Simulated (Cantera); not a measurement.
# Gas-phase reforming

An isothermal, constant-pressure homogeneous reactor starts with 30.2 % CH4, 12.4 % CO2, 57.4 % H2, at 2173 K and 6.10 bar.

Model: GRI-Mech 3.0 (53 species, 325 reactions), integrated in Cantera. GRI-Mech 3.0 stops at C3 and has no aromatics, soot or wall deposition, so with more carbon than oxygen in the feed, carbon stays in small species such as C2H2 where larger ones or solid carbon would form.

```csv
t (s),x CH4,x CO2,x H2,x CO,x O2,x CH2CO
2.00e-6,0.275,0.120,0.581,0.00296,6.47e-11,2.70e-7
1.43e-5,0.176,0.0866,0.631,0.0273,5.10e-10,1.10e-5
0.000103,0.0489,0.0132,0.669,0.0920,1.27e-9,4.01e-5
0.000737,0.0141,0.00206,0.706,0.121,6.64e-10,2.87e-5
0.00528,0.00757,0.000478,0.748,0.165,2.20e-11,4.81e-6
0.0379,0.00578,4.17e-7,0.758,0.175,<1e-12,1.03e-6
0.271,0.00578,3.69e-7,0.758,0.175,<1e-12,1.03e-6
1.95,0.00578,3.69e-7,0.758,0.175,<1e-12,1.03e-6
13.9,0.00578,3.69e-7,0.758,0.175,<1e-12,1.03e-6
100,0.00578,3.69e-7,0.758,0.175,<1e-12,1.03e-6
```
x: mole fraction; the columns are a selection and need not sum to one.

Equilibrium at this temperature and pressure: CH4 0.00578, CO2 3.72e-7, H2 0.758, CO 0.175, O2 <1e-12, CH2CO 1.03e-6 (gas phase only).
